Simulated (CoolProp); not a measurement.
c-C4F8 (RC318) at 293.15 K and 9.3 MPa flows at 20 m/s in a round tube of 20 mm bore and 1.5 µm roughness, fully developed (64/Re and Nu = 3.66 if laminar; Colebrook and Gnielinski if turbulent). Each further row changes one setting.

Values from CoolProp's reference Helmholtz-energy equation of state, Platzer 1990. This equation is an older, rougher fit; its heat capacities, sound speeds and derivatives of the liquid may be far off and weren't checked against measurements.

```json
[
 {"case": "as stated", "Reynolds number": "1310000", "Darcy friction factor": "0.0127", "pressure drop (Pa/m)": "200000", "heat-transfer coefficient (W/(m² K))": "22500", "mass flow (kg/h)": "35500"},
 {"case": "velocity 40 m/s", "Reynolds number": "2630000", "Darcy friction factor": "0.0121", "pressure drop (Pa/m)": "762000", "heat-transfer coefficient (W/(m² K))": "43500", "mass flow (kg/h)": "71000"},
 {"case": "diameter 40 mm", "Reynolds number": "2630000", "Darcy friction factor": "0.0112", "pressure drop (Pa/m)": "88100", "heat-transfer coefficient (W/(m² K))": "20600", "mass flow (kg/h)": "142000"}
]
```

Viscosity comes from a separate model (Huber 2003), an estimate that may be off by 10 % or more. Thermal conductivity comes from a separate model (Huber 2003), an estimate that may be off by 10 % or more.
